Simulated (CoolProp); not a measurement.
Methanol along the isotherm 225.15 °C: Z from the reference equation and from simpler models built on Tc = 240.2 °C, pc = 8.216 MPa, ω = 0.565; each cubic takes its own stable root.

Model: reference Helmholtz-energy equation of state, de Reuck 1993, in CoolProp.

```
p (MPa)   phase  reference  van der Waals  Redlich-Kwong  Soave-Redlich-Kwong
-------  ------  ---------  -------------  -------------  -------------------
0.88        gas     0.9597         0.9648         0.9591               0.9579
1.76        gas     0.9132         0.9272         0.9158               0.9130
2.64        gas     0.8593         0.8867         0.8693               0.8647
3.52        gas     0.7973         0.8423         0.8187               0.8118
4.4         gas     0.7266         0.7928         0.7625               0.7522
5.28        gas     0.6417         0.7355         0.6975               0.6819
6.16        gas     0.5112         0.6650         0.6165               0.5894
7.04     liquid     0.1138         0.5607         0.1922               0.1730
7.92     liquid     0.1242         0.2556         0.2014               0.1872
8.8      liquid     0.1349         0.2692         0.2141               0.2019
9.68     liquid     0.1458         0.2858         0.2278               0.2167
10.6     liquid     0.1571         0.3043         0.2427               0.2323
11.4     liquid     0.1670         0.3208         0.2557               0.2458
12.3     liquid     0.1780         0.3395         0.2704               0.2609
```

At some of these states van der Waals gives the other phase, because its saturation line lies elsewhere.
